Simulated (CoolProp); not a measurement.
Aqueous propylene glycol as a coolant, 7 % by mass, freezing at -1.8 °C, 1 atm.

Model: Melinder's fits for secondary coolants, in CoolProp.

```csv
T (°C),density (kg/m³),conductivity (W/(m K)),viscosity (mPa s),cp (kJ/(kg K))
4.4,1006,0.536,(withheld),4.100
12.3,1005,0.549,1.61,4.102
20.2,1004,0.560,1.29,4.106
28.2,1002,0.571,(withheld),4.112
36.1,998.9,(withheld),0.880,4.119
```

**Question.** Complete the blanks.

**Answer.** 
- 4.4, viscosity (mPa s): 2.07
- 28.2, viscosity (mPa s): 1.05
- 36.1, conductivity (W/(m K)): 0.582
